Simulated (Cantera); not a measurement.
What does this Cantera script print?

```python
import numpy as np
import cantera as ct

gas_names = [...]  # 114 gases of nasa_gas.yaml made of C, Fe, H, O
cond_names = """
    C(gr) C6H6(L) C7H8(L) C8H18(L),n-octa Fe(a) Fe(c) Fe(d) Fe(L) FeC5O5(L) FeO(s) FeO(L) Fe(OH)2(s)
    Fe(OH)3(s) Fe2O3(s) Fe3O4(s) H2O(s) H2O(L)
""".split()


# ... load() reads the species with a 1 bar reference pressure and builds the phases ...
atoms = {
    'Fe(CO)5': {'Fe': 1, 'C': 5, 'O': 5},
    'O2': {'O': 2},
    'H2': {'H': 2},
}
top_T = {'C(gr)': 4500, 'Fe2O3(s)': 1830, 'Fe3O4(s)': 1870}  # K; cautious upper limits of use, not melting points


# ... equilibrate(T, P, feed) seeds the gas with the atoms and calls Mixture.equilibrate('TP', solver="vcs", rtol=1e-11, max_steps=5000) ...
results = []
T = 1050  # K
P = 1000  # Pa
for m in [1.5, 1.8, 2.3, 2.8, 3.4, 4.3, 5.2, 6.5, 8]:
    feed = {'Fe(CO)5': 1, 'O2': 0.74, 'H2': m}  # mol
    mix = equilibrate(T, P, feed)
    results.append((T, P, feed, dict(zip(mix.species_names, mix.species_moles))))
    x = sorted(zip(gas.X, gas.species_names), reverse=True)
    print(f"T = {T:g} K  P = {P:g} Pa  n(H2) = {m:g} mol  gas = {mix.phase_moles(0):.4g} mol")
    print("   x: " + "  ".join(f"{s} {v:.3e}" for v, s in x if v > 0.001))
    print("   condensed (mol): " + ("  ".join(f"{mix.phase(i).name} {mix.phase_moles(i):.4g}"
          for i in range(1, mix.n_phases) if mix.phase_moles(i) > 1e-12) or "none"))
```

Output:

```
T = 1050 K  P = 1000 Pa  n(H2) = 1.5 mol  gas = 6.5 mol
   x: CO 6.218e-01  H2 1.921e-01  CO2 1.474e-01  H2O 3.866e-02
   condensed (mol): Fe(a) 0.7294  FeO(s) 0.2706
T = 1050 K  P = 1000 Pa  n(H2) = 1.8 mol  gas = 6.8 mol
   x: CO 5.944e-01  H2 2.204e-01  CO2 1.409e-01  H2O 4.435e-02
   condensed (mol): Fe(a) 0.7797  FeO(s) 0.2203
T = 1050 K  P = 1000 Pa  n(H2) = 2.3 mol  gas = 7.3 mol
   x: CO 5.537e-01  H2 2.623e-01  CO2 1.312e-01  H2O 5.278e-02
   condensed (mol): Fe(a) 0.8634  FeO(s) 0.1366
T = 1050 K  P = 1000 Pa  n(H2) = 2.8 mol  gas = 7.8 mol
   x: CO 5.182e-01  H2 2.988e-01  CO2 1.228e-01  H2O 6.014e-02
   condensed (mol): Fe(a) 0.9472  FeO(s) 0.05279
T = 1050 K  P = 1000 Pa  n(H2) = 3.4 mol  gas = 8.4 mol
   x: CO 4.847e-01  H2 3.391e-01  CO2 1.105e-01  H2O 6.565e-02
   condensed (mol): Fe(a) 1
T = 1050 K  P = 1000 Pa  n(H2) = 4.3 mol  gas = 9.3 mol
   x: CO 4.467e-01  H2 3.942e-01  CO2 9.098e-02  H2O 6.816e-02
   condensed (mol): Fe(a) 1
T = 1050 K  P = 1000 Pa  n(H2) = 5.2 mol  gas = 10.2 mol
   x: H2 4.409e-01  CO 4.140e-01  CO2 7.620e-02  H2O 6.890e-02
   condensed (mol): Fe(a) 1
T = 1050 K  P = 1000 Pa  n(H2) = 6.5 mol  gas = 11.5 mol
   x: H2 4.970e-01  CO 3.743e-01  H2O 6.820e-02  CO2 6.050e-02
   condensed (mol): Fe(a) 1
T = 1050 K  P = 1000 Pa  n(H2) = 8 mol  gas = 13 mol
   x: H2 5.493e-01  CO 3.369e-01  H2O 6.610e-02  CO2 4.775e-02
   condensed (mol): Fe(a) 1
```

Cantera equilibrium calculation (NASA polynomials, part measured and part estimated; ideal gas, pure solids and liquids). Mutual solubility and eutectic melting of coexisting phases are not modelled. The tables' stoichiometric FeO is somewhat more stable than real wüstite, so its field is too wide. FeO: taken at fixed stoichiometry.
